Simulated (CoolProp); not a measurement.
Vapour-liquid equilibrium of benzene (1) + octamethylcyclotetrasiloxane (D4) (2) at 0.0299 MPa; x and y are mole fractions of (1).

The numbers come from the multi-fluid Helmholtz-energy mixture model, Thol 2012 and Thol 2015; pair parameters Bell 2016 in CoolProp.

**Question.** Give the bubble temperature and the first vapour's composition at x = 0.05, 0.25, 0.95. Is there an azeotrope?

**Answer.** x = 0.05: 393.6 K, y = 0.385; x = 0.25: 356.0 K, y = 0.896; x = 0.95: 319.5 K, y = 0.999. No azeotrope shows between x = 0.05 and 0.95.

Pair parameters are fitted to limited data, so mixtures are less certain than the pure fluids. The gap from Raoult's law changes sign with composition, which may be real or a fault of the pair parameters; it wasn't checked against measurements.
